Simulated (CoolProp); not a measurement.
Nitrous oxide at 467.05 K and 2.31 MPa is throttled through a valve to 0.859 MPa with no heat exchange. Each further row changes one setting.

Values from CoolProp's reference Helmholtz-energy equation of state, Lemmon 2006. It is a short technical equation, of lower accuracy than the large ones.

```json
[
 {"case": "as stated", "temperature change (K)": "-5.8", "final density (kg/m³)": "…"},
 {"case": "outlet pressure 0.258 MPa", "temperature change (K)": "-8.2", "final density (kg/m³)": "2.99"},
 {"case": "outlet pressure 1.12 MPa", "temperature change (K)": "…", "final density (kg/m³)": "…"}
]
```

What belongs in the gaps?


- as stated, final density (kg/m³): 9.96
- outlet pressure 1.12 MPa, temperature change (K): -4.7
- outlet pressure 1.12 MPa, final density (kg/m³): 13.0
